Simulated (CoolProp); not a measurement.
The fluid at 512.41 K and 8.91 MPa is throttled through a valve to 0.339 MPa with no heat exchange. The same conditions are run with several fluids, on thermodynamics alone (safety and materials aside).

Model: reference Helmholtz-energy equation of state of each fluid (n-pentane: Thol 2019; carbonyl sulfide: Lemmon 2006; n-hexane: Thol 2019; hydrogen chloride: Thol 2018), in CoolProp.

```tsv
fluid	temperature change (K)	final density (kg/m³)
n-pentane	…	…
carbonyl sulfide	-57.6	…
n-hexane	-90.8	9.05
hydrogen chloride	…	…
```

Task: What belongs in the gaps?

Result: 
- n-pentane, temperature change (K): -82.4
- n-pentane, final density (kg/m³): 7.19
- carbonyl sulfide, final density (kg/m³): 5.44
- hydrogen chloride, temperature change (K): -45.6
- hydrogen chloride, final density (kg/m³): 3.20
